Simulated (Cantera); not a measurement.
Input: 1 mol FeS2, a varied amount of H2, held at 1373 K and 13.3 mbar.

These are equilibrium values from Cantera (NASA tables, ideal gas, pure condensed phases), not measurements of a reactor. Candidate condensed phases: Fe, FeS, FeS2, S; 8 gas species. Metal and sulfide melt together well below either melting point, which pure phases cannot show. Mutual solubility and eutectic melting of coexisting phases are not modelled. FeS: taken at fixed stoichiometry. The numbers say what is thermodynamically allowed, not how fast it happens.

x: gas mole fraction; n: condensed amount in mol.

```
n(H2) (mol)   x H2      x S2    x H2S      x SH      x S      x H     x Fe  n FeS(s)  n Fe(γ)
-----------  -----  --------  -------  --------  -------  -------  -------  --------  -------
0.35         0.276     0.552    0.168   0.00365  5.24e-5  1.52e-5  9.43e-9      1.00        0
0.73         0.442     0.342    0.212   0.00363  4.12e-5  1.92e-5  1.20e-8      1.00        0
1.5              ?         ?    0.209         ?        ?        ?        ?      1.00        0
3.1          0.767    0.0674    0.164   0.00212  1.83e-5  2.53e-5  2.70e-8      1.00        0
6.4          0.870    0.0223    0.107   0.00130  1.05e-5  2.69e-5  4.69e-8      1.00        0
13           0.930   0.00665   0.0623  0.000735  5.75e-6  2.78e-5  8.59e-8     1.000        0
27           0.965   0.00174   0.0331  0.000383  2.94e-6  2.83e-5  1.68e-7     1.000        0
57           0.983         ?        ?         ?        ?  2.86e-5        ?     1.000        0
120          0.990  0.000143  0.00973  0.000111  8.44e-7  2.87e-5  5.85e-7     0.784    0.216
240          0.992   9.75e-5  0.00804   9.18e-5  6.96e-7  2.87e-5  5.85e-7         0    1.000
500          0.996   2.28e-5  0.00391   4.45e-5  3.37e-7  2.88e-5  5.85e-7         0    1.000
1000         0.998   5.75e-6  0.00197   2.24e-5  1.69e-7  2.88e-5  5.85e-7         0    0.999
```

### Question
Some entries are withheld; supply them.

### Answer

- 57, x S2: 0.000418
- 57, x H2S: 0.0165
- 57, x SH: 0.000189
- 57, x S: 1.44e-6
- 57, x Fe: 3.43e-7
- 1.5, x H2: 0.618
- 1.5, x S2: 0.170
- 1.5, x SH: 0.00303
- 1.5, x S: 2.91e-5
- 1.5, x H: 2.27e-5
- 1.5, x Fe: 1.70e-8
